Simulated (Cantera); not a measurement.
A closed system holds: 1 mol CH₃Cl, 0.22 mol HCl, 4.3 mol H₂, at 0.315 Torr.

Equilibrium computed with Cantera from the NASA thermochemical tables; the gas is ideal and each condensed phase is pure. Candidate condensed phases: C, C₆H₆, C₇H₈, C₈H₁₈; 91 gas species. Equilibrium is a limit: real reactors are often held back by kinetics, nucleation or transport.

log p: log10 of the partial pressure in bar; n: condensed amount in mol.

```csv
T (K),log p H₂,log p HCl,log p H,log p Cl,log p CH₄,n C(graphite)
850,-3.47,-4.10,-12.42,-13.06,-7.14,0.999
950,-3.47,-4.10,-10.99,-11.65,-7.71,1.000
1050,-3.47,-4.10,-9.82,-10.50,-8.18,1.000
1150,-3.47,-4.10,?,?,?,1.000
1250,-3.47,-4.10,-8.05,-8.76,-8.89,1.000
1350,-3.47,-4.10,?,?,?,1.000
1450,-3.47,-4.10,-6.76,-7.48,-9.42,1.000
1550,-3.47,-4.11,-6.24,-6.97,-9.63,1.000
1650,-3.47,-4.11,-5.78,-6.52,-9.81,1.000
1750,-3.47,-4.11,-5.37,-6.12,-9.98,0.999
```

Fill in the missing entries.


- 1350, log p H: -7.36
- 1350, log p Cl: -8.07
- 1350, log p CH₄: -9.17
- 1150, log p H: -8.86
- 1150, log p Cl: -9.55
- 1150, log p CH₄: -8.56
